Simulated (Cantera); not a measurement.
An adiabatic, constant-pressure homogeneous reactor starts with CH4 : O2 : N2 = 1 : 2.33 : 8.74 (molar parts), equivalence ratio 0.86, at 1148 K and 0.247 atm. Integrator tolerance rtol = 1e-08.

Model: GRI-Mech 3.0 (53 species, 325 reactions), integrated in Cantera.

**Question.** What does this change do: pressure from 0.247 atm to 15.8 atm?

**Answer.** 
```json
[
 {"quantity": "time of steepest temperature rise", "before": "0.284 s", "after": "5.07 ms"},
 {"quantity": "temperature at 0.500 s", "before": "2470 K", "after": "2654 K"},
 {"quantity": "equilibrium temperature", "before": "2470 K", "after": "2654 K"},
 {"quantity": "x(CH4) at 0.500 s", "before": "<1e-12 (gas-phase equilibrium <1e-12)", "after": "<1e-12 (gas-phase equilibrium <1e-12)"},
 {"quantity": "x(O2) at 0.500 s", "before": "0.0325 (gas-phase equilibrium 0.0325)", "after": "0.0256 (gas-phase equilibrium 0.0256)"},
 {"quantity": "x(CH3) at 0.500 s", "before": "<1e-12 (gas-phase equilibrium <1e-12)", "after": "<1e-12 (gas-phase equilibrium <1e-12)"},
 {"quantity": "x(NO) at 0.500 s", "before": "0.00813 (gas-phase equilibrium 0.00813)", "after": "0.00988 (gas-phase equilibrium 0.00988)"},
 {"quantity": "x(CH2) at 0.500 s", "before": "<1e-12 (gas-phase equilibrium <1e-12)", "after": "<1e-12 (gas-phase equilibrium <1e-12)"},
 {"quantity": "x(C2H4) at 0.500 s", "before": "<1e-12 (gas-phase equilibrium <1e-12)", "after": "<1e-12 (gas-phase equilibrium <1e-12)"},
 {"quantity": "x(C2H2) at 0.500 s", "before": "<1e-12 (gas-phase equilibrium <1e-12)", "after": "<1e-12 (gas-phase equilibrium <1e-12)"}
]
```
The pressure lies above the range GRI-Mech 3.0 was tuned for (to about 10 atm).
